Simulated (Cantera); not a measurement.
A Cantera script and what it prints.

```python
import numpy as np
import cantera as ct

gas_names = """
    CL CL2 H HCL H2 Si SiCL SiCL2 SiCL3 SiCL4 SiH SiHCL3 SiH2 SiH2CL2 SiH3 SiH3CL SiH4 Si2 Si3
""".split()
cond_names = """
    Si(cr) Si(L)
""".split()


# ... load() reads the species with a 1 bar reference pressure and builds the phases ...
atoms = {
    'SiCl4': {'Si': 1, 'CL': 4},
    'H2': {'H': 2},
}
top_T = {}  # K; cautious upper limits of use, not melting points


# ... equilibrate(T, P, feed) seeds the gas with the atoms and calls Mixture.equilibrate('TP', solver="vcs", rtol=1e-11, max_steps=5000) ...
results = []
feed = {'SiCl4': 1, 'H2': 0.49}  # mol
T = 523.15  # K
P = 13332.2  # Pa
mix = equilibrate(T, P, feed)
results.append((T, P, feed, dict(zip(mix.species_names, mix.species_moles))))
print(gas.report(threshold=0.001))
for i in range(1, mix.n_phases):
    print(f"{mix.phase(i).name:16s} {mix.phase_moles(i):12.5e} mol")
```

Result:

```
       temperature   523.15 K
          pressure   13332 Pa
           density   0.3515 kg/m^3
  mean mol. weight   114.68 kg/kmol
   phase of matter   gas

                          1 kg             1 kmol
                     ---------------   ---------------
          enthalpy        -3.732e+06       -4.2798e+08  J
   internal energy       -3.7699e+06       -4.3233e+08  J
           entropy            2868.3        3.2894e+05  J/K
    Gibbs function       -5.2325e+06       -6.0007e+08  J
 heat capacity c_p            675.14             77425  J/K
 heat capacity c_v            602.64             69111  J/K

                      mass frac. Y      mole frac. X     chem. pot. / RT
                     ---------------   ---------------   ---------------
                H2         0.0057659           0.32799            -19.31
             SiCL4           0.99294           0.67028           -196.09
     [  +17 minor]         0.0012973          0.001731

Si(cr)            0.00000e+00 mol
```

These are equilibrium values from Cantera (NASA tables, ideal gas, pure condensed phases), not measurements of a reactor.
